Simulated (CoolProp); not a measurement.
Vapour-liquid equilibrium of propane (1) + sulfur dioxide (2) at 23.95 °C; x and y are mole fractions of (1).

The numbers come from the multi-fluid Helmholtz-energy mixture model, Lemmon 2009 and Gao 2016; pair parameters Bell 2016 in CoolProp.

Task: Give the bubble pressure and the first vapour's composition at x = 0.2, 0.275, 0.35. Is there an azeotrope?

Result: x = 0.2: 1026 kPa, y = 0.639; x = 0.275: 1047 kPa, y = 0.649; x = 0.35: 1051 kPa, y = 0.651. y crosses x between x = 0.65 and 0.725: the model has an azeotrope there.

The pair parameters rest on a limited set of measurements; away from them the model extrapolates. With so large a gap from Raoult's law the liquid may split in two, which this calculation doesn't test in full.
